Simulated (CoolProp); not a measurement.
The fluoroketone C6F12O (FK-5-1-12) along the isobar 8160 kPa: density (kg/m³) from the reference equation and from simpler models built on Tc = 441.8 K, pc = 1869 kPa, ω = 0.471; each cubic takes its own stable root.

The numbers come from the reference Helmholtz-energy equation of state, McLinden 2015 in CoolProp.

```json
[
 {"T (K)": "378.5", "phase": "liquid", "reference": "1410", "van der Waals": "944.2", "Redlich-Kwong": "1271", "Soave-Redlich-Kwong": "1318", "Peng-Robinson": "1481"},
 {"T (K)": "388.6", "phase": "liquid", "reference": "1379", "van der Waals": "932.8", "Redlich-Kwong": "1246", "Soave-Redlich-Kwong": "1288", "Peng-Robinson": "1445"},
 {"T (K)": "398.8", "phase": "liquid", "reference": "1347", "van der Waals": "921.1", "Redlich-Kwong": "1220", "Soave-Redlich-Kwong": "…", "Peng-Robinson": "1408"},
 {"T (K)": "408.9", "phase": "liquid", "reference": "1314", "van der Waals": "909.4", "Redlich-Kwong": "1194", "Soave-Redlich-Kwong": "1223", "Peng-Robinson": "1370"},
 {"T (K)": "419", "phase": "liquid", "reference": "1280", "van der Waals": "897.5", "Redlich-Kwong": "1168", "Soave-Redlich-Kwong": "1189", "Peng-Robinson": "1329"},
 {"T (K)": "429.2", "phase": "liquid", "reference": "1244", "van der Waals": "885.3", "Redlich-Kwong": "1141", "Soave-Redlich-Kwong": "1153", "Peng-Robinson": "1287"},
 {"T (K)": "439.3", "phase": "liquid", "reference": "1208", "van der Waals": "873.1", "Redlich-Kwong": "1114", "Soave-Redlich-Kwong": "…", "Peng-Robinson": "1244"},
 {"T (K)": "449.4", "phase": "supercritical", "reference": "1171", "van der Waals": "860.7", "Redlich-Kwong": "1086", "Soave-Redlich-Kwong": "1078", "Peng-Robinson": "1199"},
 {"T (K)": "459.6", "phase": "supercritical", "reference": "1132", "van der Waals": "…", "Redlich-Kwong": "1058", "Soave-Redlich-Kwong": "1039", "Peng-Robinson": "1152"},
 {"T (K)": "469.7", "phase": "supercritical", "reference": "1092", "van der Waals": "835.4", "Redlich-Kwong": "1030", "Soave-Redlich-Kwong": "…", "Peng-Robinson": "1105"}
]
```

Task: Complete the blanks.

Result: 
- 398.8, Soave-Redlich-Kwong: 1256
- 439.3, Soave-Redlich-Kwong: 1116
- 459.6, van der Waals: 848.1
- 469.7, Soave-Redlich-Kwong: 1000.0
